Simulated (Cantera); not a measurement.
Feed: 1 mol TEOS, 0.71 mol O3, 0.29 mol H2, 0.55 mol N2O, equilibrated at 6.60 Pa.

These are equilibrium values from Cantera (NASA tables, ideal gas, pure condensed phases), not measurements of a reactor. Candidate condensed phases: C, C6H6, C7H8, C8H18, H2O, Si, SiC, SiO2, Si2N2O, Si3N4; 151 gas species. The feed counts by its element totals alone. The numbers say what is thermodynamically allowed, not how fast it happens.

Q: What share of the Si ends up in condensed phases as a function of T (°C), at 1152, 1202, 1252, 1302, 1352, 1402, 1452, 1502, 1552, 1602, 1652, 1702, 1752?

A: 
| T (°C) | Si condensed (%) | as |
|---|---|---|
| 1152 | 99.1 | SiC(s) |
| 1202 | 98.8 | SiC(s) |
| 1252 | 98.5 | SiC(s) |
| 1302 | 98.2 | SiC(s) |
| 1352 | 97.8 | SiC(s) |
| 1402 | 97.3 | SiC(s) |
| 1452 | 96.6 | SiC(s) |
| 1502 | 95.2 | SiC(s) |
| 1552 | 92.5 | SiC(s) |
| 1602 | 86.6 | SiC(s) |
| 1652 | 73.3 | SiC(s) |
| 1702 | 43.1 | SiC(s) |
| 1752 | 0.0 | - |
